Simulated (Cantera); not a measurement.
Charge: 1 mol B2H6, 45 mol H2, 7.7 mol NH3, equilibrated at 46.0 mbar.

Method: chemical equilibrium by Gibbs-energy minimisation in Cantera with the NASA 1993 tables (ideal gas, pure condensed phases). Candidate condensed phases: B, BN; 15 gas species. The feed counts by its element totals alone. The tables' values for BH2 are old estimates; treat these amounts as uncertain. Gases not in the tables: B2H6 and higher boranes. Kinetics and transport are ignored.

x: gas mole fraction; n: condensed amount in mol.

| T (K) | x H2 | x N2 | x H | x BH2 | x B | n BN(s) | n B(s) |
|---|---|---|---|---|---|---|---|
| 900 | 0.954 | 0.0457 | 5.32e-10 | <1e-12 | <1e-12 | 2.00 | 0 |
| 1050 | 0.954 | 0.0457 | 3.69e-8 | <1e-12 | <1e-12 | 2.00 | 0 |
| 1200 | 0.954 | 0.0457 | 8.99e-7 | 2.05e-12 | <1e-12 | 2.00 | 0 |
| 1350 | 0.954 | 0.0457 | 1.09e-5 | 2.91e-10 | <1e-12 | 2.00 | 0 |
| 1500 | 0.954 | 0.0457 | 8.02e-5 | 1.52e-8 | <1e-12 | 2.00 | 0 |
| 1650 | 0.954 | 0.0457 | 0.000414 | 3.83e-7 | (withheld) | 2.00 | 0 |
| 1800 | 0.953 | 0.0456 | 0.00163 | 5.58e-6 | (withheld) | 2.00 | 0 |
| 1950 | 0.949 | 0.0456 | 0.00521 | 5.35e-5 | (withheld) | 2.00 | 0 |
| 2100 | 0.940 | 0.0455 | 0.0141 | 0.000366 | (withheld) | 1.98 | 0 |
| 2250 | 0.906 | 0.0597 | 0.0330 | 0.00151 | (withheld) | 0 | 1.89 |

What belongs in the gaps?


- 1650, x B: 2.42e-11
- 1800, x B: 3.21e-9
- 1950, x B: 1.99e-7
- 2100, x B: 6.81e-6
- 2250, x B: 0.000116
